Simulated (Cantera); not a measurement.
Feed: 1 mol SiCl4, 0.22 mol C3H8, 25 mol H2, held at 2000 K and 1.00 Torr.

Cantera equilibrium calculation (NASA polynomials, part measured and part estimated; ideal gas, pure solids and liquids). The tables' values for SiCl are old estimates; treat these amounts as uncertain. Gases not in the tables: Si2H6 and higher silanes. The numbers say what is thermodynamically allowed, not how fast it happens.

| species | before | after |
|---|---|---|
| H2 | 0.821 | 0.820 |
| HCl | 0.122 | 0.113 |
| H | 0.0404 | 0.0403 |
| Si | 0.00478 | 0.00964 |
| SiCl2 | 0.00632 | 0.0110 |
| C2H2 (acetylene) | 8.87e-5 | 2.17e-5 |
| Si2 | 7.24e-6 | 2.95e-5 |
| Si2C | 0.000131 | 0.000264 |
| SiC2 | 2.78e-5 | 1.38e-5 |
| SiH | 0.000107 | 0.000216 |
| SiH2 | 1.28e-5 | 2.57e-5 |
| SiC(s), mol | 0.650 | 0.350 |
Gas species are given as mole fractions.

Task: Which change was made?
A) C3H8 from 0.22 to 0.0035 mol
B) pressure from 1.00 Torr to 42.8 Torr
C) SiCl4 replaced by (CH3)2SiCl2
D) C3H8 from 0.22 to 0.12 mol

Result: D, C3H8 from 0.22 to 0.12 mol. The tables' values for SiCl, SiCl3 are old estimates; treat these amounts as uncertain
